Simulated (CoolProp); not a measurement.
A closed Brayton cycle with carbon dioxide: compressor inlet 321.15 K and 9.9 MPa, high pressure 31 MPa, turbine inlet 745 K, compressor efficiency 0.8, turbine efficiency 0.85, recuperator effectiveness 0.95 (on enthalpy, no pinch check). Each further row changes one setting.

Computed with CoolProp (reference Helmholtz-energy equation of state, Span 1996).

```json
[
 {"case": "as stated", "thermal efficiency (%)": "30.7", "net work (kJ/kg)": "74.7", "compressor to turbine work": "0.40", "compressor exit (K)": "390.5", "turbine exit (K)": "622.2"},
 {"case": "turbine inlet 695 K", "thermal efficiency (%)": "27.9", "net work (kJ/kg)": "64.3", "compressor to turbine work": "0.43", "compressor exit (K)": "390.5", "turbine exit (K)": "576.3"},
 {"case": "compressor inlet 331.15 K", "thermal efficiency (%)": "27.6", "net work (kJ/kg)": "61.6", "compressor to turbine work": "0.50", "compressor exit (K)": "421.8", "turbine exit (K)": "622.2"},
 {"case": "high pressure 26.3 MPa", "thermal efficiency (%)": "30.4", "net work (kJ/kg)": "68.0", "compressor to turbine work": "0.37", "compressor exit (K)": "379.9", "turbine exit (K)": "639.4"},
 {"case": "recuperator effectiveness 0.5", "thermal efficiency (%)": "20.3", "net work (kJ/kg)": "74.7", "compressor to turbine work": "0.40", "compressor exit (K)": "390.5", "turbine exit (K)": "622.2"}
]
```
